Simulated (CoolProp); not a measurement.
The numbers come from the reference Helmholtz-energy equation of state, Gao 2016 in CoolProp.

### Question
Give the vapour pressure (bar), enthalpy of vaporisation (kJ/kg), liquid cp (kJ/(kg K)) of saturated sulfur dioxide at 279.4 K.

### Answer
```
T (K)  p (bar)  enthalpy of vaporisation (kJ/kg)  liquid cp (kJ/(kg K))
-----  -------  --------------------------------  ---------------------
279.4     2.00                               375                   1.37
```
